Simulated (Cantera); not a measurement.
A closed system holds: 1 mol Al, a varied amount of HCl, held at 1.20 mbar.

Method: chemical equilibrium by Gibbs-energy minimisation in Cantera with the NASA 1993 tables (ideal gas, pure condensed phases). Candidate condensed phases: Al, AlCl₃; 12 gas species. The tables' values for AlCl₂ are old estimates. Kinetics and transport are ignored.

Stable condensed phases, one row left out:

```
T in K \ n(HCl) in mol
         2.4 2.8 3.3 3.8 4.5 5.2 6.1 7.2 8.4 9.8  11  13
   1423    A   A   A   A   A   A   A   A   A   A   A   A
   1348    A   A   A   A   A   A   A   A   A   A   A   A
   1273    A   A   A   A   A   A   A   A   A   A   A   A
   1198    A   A   A   A   A   A   A   A   A   A   A   A
   1123    A   A   A   A   A   A   A   A   A   A   A   A
   1048    A   A   A   A   A   A   A   A   A   A   A   A
    973    A   A   A   A   A   A   A   A   A   A   A   A
    898    B   A   A   A   A   A   A   A   A   A   A   A
    748    B   B   A   A   A   A   A   A   A   A   A   A
    673    B   B   A   A   A   A   A   A   A   A   A   A
    598    B   B   A   A   A   A   A   A   A   A   A   A
    523    B   B   A   A   A   A   A   A   A   A   A   A
```

A: gas only; B: Al.

Question: Give the row for 823 K.

Answer: 2.4: Al; 2.8: Al; 3.3: gas only; 3.8: gas only; 4.5: gas only; 5.2: gas only; 6.1: gas only; 7.2: gas only; 8.4: gas only; 9.8: gas only; 11: gas only; 13: gas only.
